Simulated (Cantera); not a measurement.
Input: 1 mol SiCl4, 0.021 mol HCl, 4.5 mol N2, held at 1023 K and 0.133 bar.

These are equilibrium values from Cantera (NASA tables, ideal gas, pure condensed phases), not measurements of a reactor. Candidate condensed phases: NH4Cl, Si, Si3N4; 28 gas species. Rates play no part.

Base state: N2 0.815, SiCl4 0.181, HCl 0.00380 (mole fractions); condensed: gas only.

Problem. What changes in the equilibrium state with this change: temperature from 1023 K to 1573.15 K?

Solution. 
| species | before | after |
|---|---|---|
| N2 | 0.815 | 0.812 |
| SiCl4 | 0.181 | 0.177 |
| HCl | 0.00380 | 0.00379 |
| SiCl3 | 1.31e-6 | 0.00321 |
| Cl | 7.77e-7 | 0.00320 |
| SiCl2 | <1e-9 | 0.000153 |
| Cl2 | 2.72e-7 | 0.000157 |
The tables' values for SiCl3 are old estimates; treat these amounts as uncertain.

Problem. What changes in the equilibrium state with this change: temperature from 1023 K to 1573 K?

Solution. 
```json
[
 {"species": "N2", "before": "0.815", "after": "0.812"},
 {"species": "SiCl4", "before": "0.181", "after": "0.177"},
 {"species": "HCl", "before": "0.00380", "after": "0.00379"},
 {"species": "SiCl3", "before": "1.31e-6", "after": "0.00321"},
 {"species": "Cl", "before": "7.77e-7", "after": "0.00320"},
 {"species": "SiCl2", "before": "<1e-9", "after": "0.000153"},
 {"species": "Cl2", "before": "2.72e-7", "after": "0.000156"}
]
```
The tables' values for SiCl3 are old estimates; treat these amounts as uncertain.
